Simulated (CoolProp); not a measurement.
The numbers come from the reference Helmholtz-energy equation of state, Pan 2012 in CoolProp.

### Question
Give the vapour pressure (kPa), liquid density (kg/m³), vapour density (kg/m³), enthalpy of vaporisation (kJ/kg) of saturated R236FA at 319.9, 342.4 K.

### Answer
| T (K) | p (kPa) | liquid density (kg/m³) | vapour density (kg/m³) | enthalpy of vaporisation (kJ/kg) |
|---|---|---|---|---|
| 319.9 | 532 | 1280 | 35.7 | 132 |
| 342.4 | 965 | 1190 | 66.5 | 115 |
